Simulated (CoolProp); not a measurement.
Vapour-liquid equilibrium of R125 (1) + dimethyl ether (2) at 275.3 K; x and y are mole fractions of (1).

Values from CoolProp's multi-fluid Helmholtz-energy mixture model, Lemmon 2005 and Wu 2011; pair parameters Bell 2016.

```csv
x,bubble pressure (MPa),y at the bubble point,dew pressure at overall composition x (MPa),liquid density (mol/L)
0.05,0.2946,0.072,0.2923,14.92
0.2,0.3216,0.286,…,…
0.35,0.3598,0.492,0.3318,13.70
0.5,…,0.676,0.3616,13.10
0.65,0.4881,…,0.4047,…
0.8,0.5805,0.924,…,11.85
0.95,0.6832,…,0.6160,11.16
```

Task: Fill in the missing entries.

Result: 
- 0.2, dew pressure at overall composition x (MPa): 0.3096
- 0.2, liquid density (mol/L): 14.30
- 0.5, bubble pressure (MPa): 0.4142
- 0.65, y at the bubble point: 0.822
- 0.65, liquid density (mol/L): 12.49
- 0.8, dew pressure at overall composition x (MPa): 0.4739
- 0.95, y at the bubble point: 0.986

No azeotrope shows between x = 0.05 and 0.95.

The pair parameters rest on a limited set of measurements; away from them the model extrapolates.
